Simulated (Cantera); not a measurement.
What does this Cantera script print?

```python
import numpy as np
import cantera as ct

gas_names = """
    H HNO HNO2 HNO3 HO2 H2 H2O H2O2 N NH NH2 NH3 NH2OH NO NO2 NO3 N2 N2H2 N2H4 N2O O OH O2 O3 Si SiH
    SiH2 SiH3 SiH4 SiN SiO SiO2 Si2 Si2N Si3
""".split()
cond_names = """
    H2O(s) H2O(L) Si(cr) Si(L) SiO2(Lqz) SiO2(hqz) SiO2(L) Si2N2O(s) Si3N4(a)
""".split()


# ... load() reads the species with a 1 bar reference pressure and builds the phases ...
atoms = {
    'Si': {'Si': 1},
    'H2O': {'H': 2, 'O': 1},
    'N2': {'N': 2},
}
top_T = {'Si2N2O(s)': 2100, 'Si3N4(a)': 2400}  # K; cautious upper limits of use, not melting points


# ... equilibrate(T, P, feed) seeds the gas with the atoms and calls Mixture.equilibrate('TP', solver="vcs", rtol=1e-11, max_steps=5000) ...
results = []
feed = {'Si': 1, 'H2O': 0.27, 'N2': 2.4}  # mol
P = 4.3  # Pa
for T in [1625, 1675, 1725, 1775, 1825, 1875, 1925]:
    mix = equilibrate(T, P, feed)
    results.append((T, P, feed, dict(zip(mix.species_names, mix.species_moles))))
    x = sorted(zip(gas.X, gas.species_names), reverse=True)
    print(f"T = {T:g} K  P = {P:g} Pa  gas = {mix.phase_moles(0):.4g} mol")
    print("   x: " + "  ".join(f"{s} {v:.3e}" for v, s in x if v > 0.001))
    print("   condensed (mol): " + ("  ".join(f"{mix.phase(i).name} {mix.phase_moles(i):.4g}"
          for i in range(1, mix.n_phases) if mix.phase_moles(i) > 1e-12) or "none"))
```

It prints:

```
T = 1625 K  P = 4.3 Pa  gas = 2.956 mol
   x: N2 8.119e-01  SiO 9.134e-02  H2 8.972e-02  Si 3.788e-03  H 3.223e-03
   condensed (mol): Si(cr) 0.7184
T = 1675 K  P = 4.3 Pa  gas = 2.978 mol
   x: N2 8.058e-01  SiO 9.066e-02  H2 8.801e-02  Si 1.009e-02  H 5.253e-03
   condensed (mol): Si(cr) 0.699
T = 1725 K  P = 4.3 Pa  gas = 3.025 mol
   x: N2 7.933e-01  SiO 8.926e-02  H2 8.510e-02  Si 2.361e-02  H 8.262e-03
   condensed (mol): Si(L) 0.6564
T = 1775 K  P = 4.3 Pa  gas = 3.121 mol
   x: N2 7.689e-01  SiO 8.652e-02  H2 8.021e-02  Si 5.105e-02  H 1.250e-02
   condensed (mol): Si(L) 0.566
T = 1825 K  P = 4.3 Pa  gas = 3.326 mol
   x: N2 7.213e-01  Si 1.058e-01  SiO 8.118e-02  H2 7.206e-02  H 1.803e-02
   condensed (mol): Si(L) 0.3681
T = 1875 K  P = 4.3 Pa  gas = 3.705 mol
   x: N2 6.474e-01  Si 1.920e-01  SiO 7.288e-02  H2 6.045e-02  H 2.458e-02  Si2 1.313e-03
   condensed (mol): none
T = 1925 K  P = 4.3 Pa  gas = 3.728 mol
   x: N2 6.435e-01  Si 1.930e-01  SiO 7.242e-02  H2 5.518e-02  H 3.425e-02
   condensed (mol): none
```

Cantera equilibrium calculation (NASA polynomials, part measured and part estimated; ideal gas, pure solids and liquids). The tables' values for SiN are old estimates; treat these amounts as uncertain.
